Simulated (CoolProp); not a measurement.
Properties of R410A at several states.

Values from CoolProp's reference Helmholtz-energy equation of state, Lemmon 2003. It is a pseudo-pure fit of the blend.

| T (°C) | p (MPa) | phase | Z | cv (kJ/(kg K)) | expansivity (1/kK) | viscosity (µPa s) | conductivity (mW/(m K)) |
|---|---|---|---|---|---|---|---|
| 116.15 | 0.91 | gas | 0.9549 | 0.8490 | 3.030 | 17.1 | 20.7 |
| 204.45 | 0.101 | gas | 0.9977 | 0.9536 | 2.113 | 20.4 | 26.6 |
| 170.45 | 2.16 | gas | 0.9352 | 0.9313 | 2.890 | 19.6 | 25.6 |
| 6.05 | 0.11 | gas | 0.9817 | 0.6760 | 3.838 | 12.0 | 11.9 |

Viscosity comes from a separate model (Geller 2000). Thermal conductivity comes from a separate model (Geller 2001).
